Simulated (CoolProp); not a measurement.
Dry air along the isotherm -125.35 °C: fugacity coefficient from the reference equation and from simpler models built on Tc = -140.6 °C, pc = 3786 kPa, ω = 0.034; each cubic takes its own stable root.

Values from CoolProp's reference Helmholtz-energy equation of state, Lemmon 2000. It is a pseudo-pure fit of the blend.

```tsv
p (kPa)	phase	reference
1890	gas	0.8825
3790	supercritical	0.7688
5680	supercritical	0.6589
7570	supercritical	0.5632
9460	supercritical	0.4965
11400	supercritical	0.4501
13300	supercritical	0.4184
15100	supercritical	0.3965
17000	supercritical	0.3796
18900	supercritical	0.3671
```

Problem. How far does each simpler model (van der Waals, Peng-Robinson) lie from the reference over these 10 states: mean and median of the absolute difference, and the worst?

Solution. 
- van der Waals: mean 3.7 %, median 2.6 %, worst +10.0 % at -125.35 °C and 18900 kPa
- Peng-Robinson: mean 4.6 %, median 4.5 %, worst -6.6 % at -125.35 °C and 18900 kPa
